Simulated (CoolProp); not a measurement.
Values from CoolProp's reference Helmholtz-energy equation of state, Lemmon 2005. It is a short technical equation, of lower accuracy than the large ones.

**Question.** Give the vapour pressure (bar), liquid density (kg/m³), vapour density (kg/m³), enthalpy of vaporisation (kJ/kg) of saturated isobutene at 39.35, 46.55, 111.55 °C.

**Answer.** 
| T (°C) | p (bar) | liquid density (kg/m³) | vapour density (kg/m³) | enthalpy of vaporisation (kJ/kg) |
|---|---|---|---|---|
| 39.35 | 4.61 | 570 | 11.3 | 342 |
| 46.55 | 5.59 | 560 | 13.6 | 333 |
| 111.55 | 22.7 | 446 | 62.4 | 218 |
